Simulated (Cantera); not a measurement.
A perfectly stirred reactor is fed with C₂H₆ : N₂ = 1 : 170 (molar parts), at 0.0400 bar; it is held at 1723 K, and followed from long to short residence time.

Computed with Cantera and GRI-Mech 3.0 (53 species, 325 reactions). GRI-Mech 3.0 stops at C3 and has no aromatics, soot or wall deposition, so with more carbon than oxygen in the feed, carbon stays in small species such as C2H2 where larger ones or solid carbon would form. Radical loss at walls, strong at low pressure, is not modelled.

Question: What does this change do: pressure from 0.0400 bar to 0.133 bar?

Answer: 
```tsv
quantity	before	after
x(C₂H₆) at τ = 7.20 s	3.21e-7	1.85e-7
x(H) at τ = 7.20 s	0.000154	7.30e-5
x(CH₄) at τ = 7.20 s	0.000133	0.000189
x(C₂H₄) at τ = 7.20 s	2.63e-6	1.99e-6
x(H₂) at τ = 7.20 s	0.0112	0.0112
x(C₂H₆) at τ = 81.0 ms	2.27e-5	1.15e-5
x(H) at τ = 81.0 ms	0.000276	0.000172
x(CH₄) at τ = 81.0 ms	0.000533	0.000531
x(C₂H₄) at τ = 81.0 ms	0.000124	6.46e-5
x(H₂) at τ = 81.0 ms	0.0102	0.0104
```
